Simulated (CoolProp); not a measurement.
A single-stage vapour-compression cycle with R236FA: evaporating at 310.15 K (dew point), condensing at 348.15 K (bubble point), superheat 8 K, subcooling 8 K, compressor efficiency 0.7, no pressure losses. Each further row changes one setting.

The numbers come from the reference Helmholtz-energy equation of state, Pan 2012 in CoolProp.

```json
[
 {"case": "as stated", "cooling COP": "…", "pressure ratio": "2.78", "discharge temperature (K)": "354.1", "refrigerating effect (kJ/kg)": "106", "volumetric capacity (kJ/m³)": "2740"},
 {"case": "evaporating temperature 315.15 K", "cooling COP": "5.82", "pressure ratio": "2.39", "discharge temperature (K)": "…", "refrigerating effect (kJ/kg)": "110", "volumetric capacity (kJ/m³)": "…"},
 {"case": "condensing temperature 343.15 K", "cooling COP": "…", "pressure ratio": "…", "discharge temperature (K)": "349.5", "refrigerating effect (kJ/kg)": "113", "volumetric capacity (kJ/m³)": "2910"},
 {"case": "subcooling 13 K", "cooling COP": "5.13", "pressure ratio": "2.78", "discharge temperature (K)": "354.1", "refrigerating effect (kJ/kg)": "113", "volumetric capacity (kJ/m³)": "2910"},
 {"case": "superheat 18 K", "cooling COP": "4.97", "pressure ratio": "2.78", "discharge temperature (K)": "…", "refrigerating effect (kJ/kg)": "116", "volumetric capacity (kJ/m³)": "2840"},
 {"case": "compressor efficiency 0.6", "cooling COP": "4.14", "pressure ratio": "2.78", "discharge temperature (K)": "357.4", "refrigerating effect (kJ/kg)": "106", "volumetric capacity (kJ/m³)": "2740"}
]
```

Q: Fill in the missing entries.

A: 
- as stated, cooling COP: 4.83
- evaporating temperature 315.15 K, discharge temperature (K): 354.3
- evaporating temperature 315.15 K, volumetric capacity (kJ/m³): 3270
- condensing temperature 343.15 K, cooling COP: 5.79
- condensing temperature 343.15 K, pressure ratio: 2.46
- superheat 18 K, discharge temperature (K): 363.6
